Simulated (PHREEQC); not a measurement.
A solution holds 6.6 mmol/kgw KHSO4 and 0.27 mmol/kgw NaOH, at 25 °C. Closed to the air; pH follows from the charge balance.

Model: ion-association model, wateq4f.dat, run in PHREEQC.

Precipitation was switched off in this run.

Task: Predict the pH.

Result: pH 2.36.

Task: In which forms is K present?

Result: K+ 98 %, KSO4- 2.1 % of the K.
